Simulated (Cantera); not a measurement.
## Hydrocarbon pyrolysis for carbon deposition

A perfectly stirred reactor is fed with 7.14 % C₂H₆, 92.9 % N₂, at 0.0570 bar; it is held at 1950 K, and followed from long to short residence time.

Cantera simulation using GRI-Mech 3.0 (53 species, 325 reactions); the numbers are that mechanism's predictions, not measurements. GRI-Mech 3.0 stops at C3 and has no aromatics, soot or wall deposition, so with more carbon than oxygen in the feed, carbon stays in small species such as C2H2 where larger ones or solid carbon would form.

```
τ (s)     x C₂H₆  x C₂H₂    x CH₂    x C₂H    x H₂
------  --------  ------  -------  -------  ------
0.36     4.93e-6  0.0608  7.48e-6  1.28e-5   0.121
0.21     8.45e-6  0.0606  9.64e-6  1.29e-5   0.120
0.13     1.36e-5  0.0603  1.21e-5  1.30e-5   0.119
0.075    2.35e-5  0.0598  1.56e-5  1.33e-5   0.117
0.044    3.97e-5  0.0592  1.99e-5  1.36e-5   0.116
0.026    6.64e-5  0.0583  2.52e-5  1.40e-5   0.113
0.016   0.000107  0.0573  3.12e-5  1.44e-5   0.111
0.0092  0.000182  0.0558  3.96e-5  1.50e-5   0.107
0.0055  0.000299  0.0540  4.90e-5  1.57e-5   0.103
0.0032  0.000503  0.0516  6.09e-5  1.64e-5  0.0983
```
x: mole fraction; the columns are a selection and need not sum to one.
